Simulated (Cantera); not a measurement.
An isothermal, constant-pressure homogeneous reactor starts with CH4 : CO2 = 1 : 0.33 (molar parts), at 1375 K and 13300 Pa. Integrator tolerance rtol = 1e-08.

Model: GRI-Mech 3.0 (53 species, 325 reactions), integrated in Cantera. GRI-Mech 3.0 stops at C3 and has no aromatics, soot or wall deposition, so with more carbon than oxygen in the feed, carbon stays in small species such as C2H2 where larger ones or solid carbon would form.

```json
[
 {"quantity": "x(CH4) at 10.0 s", "before": "0.532 (gas-phase equilibrium 0.0646)", "after": "0.196 (gas-phase equilibrium 9.56e-9)"},
 {"quantity": "x(CO2) at 10.0 s", "before": "0.196 (gas-phase equilibrium 6.76e-8)", "after": "0.673 (gas-phase equilibrium 0.176)"},
 {"quantity": "x(H) at 10.0 s", "before": "1.21e-6 (gas-phase equilibrium 7.11e-6)", "after": "5.24e-7 (gas-phase equilibrium 4.15e-6)"},
 {"quantity": "x(CO) at 10.0 s", "before": "0.0221 (gas-phase equilibrium 0.266)", "after": "0.0356 (gas-phase equilibrium 0.485)"},
 {"quantity": "x(C2H4) at 10.0 s", "before": "0.00384 (gas-phase equilibrium 0.00790)", "after": "0.00118 (gas-phase equilibrium <1e-12)"},
 {"quantity": "x(CH2) at 10.0 s", "before": "4.23e-10 (gas-phase equilibrium 1.41e-10)", "after": "4.72e-10 (gas-phase equilibrium <1e-12)"}
]
```

Which change was made?
(A) CO2 0.33 to 0.056 parts
(B) CO2 0.33 to 2.9 parts
(C) CO2 0.33 to 0.044 parts
(D) temperature 1375 to 1800 K

B, CO2 0.33 to 2.9 parts
